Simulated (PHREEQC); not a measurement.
Buffer: an equilibrium model

A solution holds 65 mmol/kgw NH4Cl and 75 mmol/kgw Na2HPO4, at 25 °C. Closed to the air; pH follows from the charge balance.

The numbers come from PHREEQC with the ion-association model, wateq4f.dat.

Precipitation was switched off in this run.

### Question
What pH, activity of water does the model give?

### Answer
pH 8.09; activity of water 0.994.

### Question
In which forms is P present?

### Answer
HPO4-2 89 %, NaHPO4- 6.7 %, H2PO4- 4.3 % of the P.

Species that the database lacks are ignored. H3PO4, which wateq4f.dat lacks, is added to it with the constant of phreeqc.dat.
